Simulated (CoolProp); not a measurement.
Values from CoolProp's reference Helmholtz-energy equation of state, Gao 2022.

Question: For n-perfluoropentane, give the phase and the cp (kJ/(kg K)), speed of sound (m/s) at -101.45 °C and 0.0477 MPa; 112.75 °C and 0.574 MPa; 39.45 °C and 0.0296 MPa.

Answer: 
- -101.45 °C and 0.0477 MPa: liquid; cp 0.823, speed of sound 800
- 112.75 °C and 0.574 MPa: gas; cp 0.979, speed of sound 91.8
- 39.45 °C and 0.0296 MPa: gas; cp 0.831, speed of sound 95.4
